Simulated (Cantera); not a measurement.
Input: 1 mol C3H8, 1.1 mol O2, 28 mol H2, at 2575 K and 43.0 mbar.

Cantera equilibrium calculation (NASA polynomials, part measured and part estimated; ideal gas, pure solids and liquids). Candidate condensed phases: C, C6H6, C7H8, C8H18, H2O; 110 gas species. Kinetics and transport are ignored.

Base state: H2 0.782, H 0.148, CO 0.0596, C2H2 (acetylene) 0.0105, C2H 0.000166, C4H2 5.81e-5, C3 3.12e-5, CH3 1.12e-5 (mole fractions); condensed: gas only.

Q: What changes in the equilibrium state with this change: O2 from 1.1 to 0.74 mol?

A: 
```csv
species,before,after
H2,0.782,0.798
H,0.148,0.149
CO,0.0596,0.0409
C2H2 (acetylene),0.0105,0.0117
C4H2,5.81e-5,7.14e-5
C3,3.12e-5,3.59e-5
C2H2 (vinylidene),1.04e-5,1.17e-5
C2H,0.000166,0.000184
CH3,1.12e-5,1.21e-5
"C(graphite), mol",0,0.641
```
